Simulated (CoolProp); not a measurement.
Properties of methanol at several states (Tc = 513.4 K, pc = 8.216 MPa, ω = 0.565).

Model: reference Helmholtz-energy equation of state, de Reuck 1993, in CoolProp.

```json
[
 {"T (K)": "293.8", "p (MPa)": "0.135", "phase": "liquid", "Z": "0.002240", "cv (kJ/(kg K))": "2.083", "speed of sound (m/s)": "1114", "isothermal compressibility (1/MPa)": "0.001227"},
 {"T (K)": "541.7", "p (MPa)": "0.0218", "phase": "gas", "Z": "0.9993", "cv (kJ/(kg K))": "1.705", "speed of sound (m/s)": "402.3", "isothermal compressibility (1/MPa)": "45.90"},
 {"T (K)": "412.7", "p (MPa)": "14.1", "phase": "liquid", "Z": "0.1914", "cv (kJ/(kg K))": "2.780", "speed of sound (m/s)": "861.3", "isothermal compressibility (1/MPa)": "0.002472"},
 {"T (K)": "428.3", "p (MPa)": "0.86", "phase": "gas", "Z": "0.9096", "cv (kJ/(kg K))": "1.990", "speed of sound (m/s)": "341.8", "isothermal compressibility (1/MPa)": "1.308"},
 {"T (K)": "196.7", "p (MPa)": "3.15", "phase": "liquid", "Z": "0.06971", "cv (kJ/(kg K))": "1.770", "speed of sound (m/s)": "1500", "isothermal compressibility (1/MPa)": "0.0006274"},
 {"T (K)": "526.5", "p (MPa)": "29.7", "phase": "supercritical", "Z": "0.3909", "cv (kJ/(kg K))": "3.242", "speed of sound (m/s)": "629.8", "isothermal compressibility (1/MPa)": "0.006724"}
]
```
